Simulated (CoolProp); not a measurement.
Decamethyltetrasiloxane (MD2M) along the isobar 131 kPa: Z from the reference equation and from simpler models built on Tc = 599.4 K, pc = 1144 kPa, ω = 0.635; each cubic takes its own stable root.

Values from CoolProp's reference Helmholtz-energy equation of state, Thol 2017.

```tsv
T (K)	phase	reference	van der Waals	Redlich-Kwong	Soave-Redlich-Kwong	Peng-Robinson
213.7	liquid	0.02450	0.04559	0.03059	0.02962	0.02649
222.7	liquid	0.02375	0.04404	0.02955	0.02855	0.02553
231.7	liquid	0.02306	0.04261	0.02860	0.02757	0.02464
240.7	liquid	0.02243	0.04131	0.02773	0.02667	0.02383
249.7	liquid	0.02184	0.04010	0.02693	0.02583	0.02308
258.7	liquid	0.02130	0.03899	0.02620	0.02507	0.02238
267.7	liquid	0.02080	0.03797	0.02552	0.02436	0.02174
276.7	liquid	0.02033	0.03701	0.02490	0.02370	0.02115
285.7	liquid	0.01989	0.03613	0.02432	0.02309	0.02060
294.6	liquid	0.01949	0.03532	0.02379	0.02253	0.02009
303.6	liquid	0.01912	0.03456	0.02330	0.02201	0.01961
```
